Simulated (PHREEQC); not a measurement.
Consider water at 55 °C with 0.61 mol/kgw HF, 0.00089 mol/kgw CsF, 0.0091 mol/kgw (NH4)2SiF6 and 0.0003 mol/kgw H3PO4. Closed to the air; pH follows from the charge balance.

All values are PHREEQC results (ion-association model, wateq4f.dat), not measurements.

```
Item                       Result
-----------------  --------------
pH                           1.72
ionic strength     0.0506 mol/kgw
activity of water           0.991
total alkalinity      -647 meq/kg
```

```tsv
species	molality	activity	log γ
HF	0.358	0.362	0.005
H2F2	0.108	0.109	0.005
H+	0.0224	0.0190	-0.073
NH4+	0.0182	0.0148	-0.091
HF2-	0.0142	0.0114	-0.096
SiF6-2	0.00910	0.00403	-0.353
F-	0.00898	0.00720	-0.096
Cs+	0.000890	0.000722	-0.091
```

This is a speciation only: nothing precipitates in the calculation. wateq4f.dat counts part of the HF as a dimer, H2F2, which phreeqc.dat doesn't know; its constant is uncertain. H3PO4, which wateq4f.dat lacks, is added to it with the constant of phreeqc.dat. At this temperature some constants are extrapolated from 25 °C, and those without enthalpy data are left unchanged. SiF6-2 is the database's only silicon fluoride.
